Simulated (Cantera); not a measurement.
Adiabatic ignition

An adiabatic, constant-pressure homogeneous reactor starts with CH4 : C2H6 : C3H8 : O2 : N2 = 1 : 0.1 : 0.48 : 2.64 : 9.92 (molar parts), equivalence ratio 1.8, at 1200 K and 5550 Torr.

Cantera simulation using GRI-Mech 3.0 (53 species, 325 reactions); the numbers are that mechanism's predictions, not measurements. GRI-Mech 3.0 was tuned for natural gas; its chemistry of propane as a main component is partial and can be far from experiment.

```tsv
t (s)	T (K)	x CH4	x C2H6	x C3H8	x CH2	x OH	x NO
1.00e-6	1200	0.0707	0.00707	0.0339	<1e-12	1.79e-10	<1e-12
5.41e-6	1200	0.0707	0.00707	0.0339	<1e-12	7.06e-10	<1e-12
2.93e-5	1200	0.0707	0.00707	0.0339	1.09e-12	8.66e-9	<1e-12
0.000159	1200	0.0707	0.00706	0.0337	1.55e-11	4.60e-8	<1e-12
0.000860	1206	0.0705	0.00698	0.0313	5.79e-11	1.29e-7	<1e-12
0.00465	2450	3.58e-10	<1e-12	<1e-12	4.90e-12	0.000557	0.000109
0.0252	2450	3.54e-10	<1e-12	<1e-12	4.86e-12	0.000558	7.67e-5
0.136	2450	3.54e-10	<1e-12	<1e-12	4.86e-12	0.000558	7.67e-5
0.739	2450	3.54e-10	<1e-12	<1e-12	4.86e-12	0.000558	7.67e-5
4.00	2450	3.54e-10	<1e-12	<1e-12	4.86e-12	0.000558	7.67e-5
```
x: mole fraction; the columns are a selection and need not sum to one.

```
Item                                                                  Result
---------------------------------  -----------------------------------------
time of steepest temperature rise                                    1.67 ms
temperature at 4.00 s                                                 2450 K
equilibrium temperature                                               2450 K
x(CH4) at 4.00 s                   3.54e-10 (gas-phase equilibrium 3.97e-10)
x(C2H6) at 4.00 s                      <1e-12 (gas-phase equilibrium <1e-12)
x(C3H8) at 4.00 s                      <1e-12 (gas-phase equilibrium <1e-12)
```
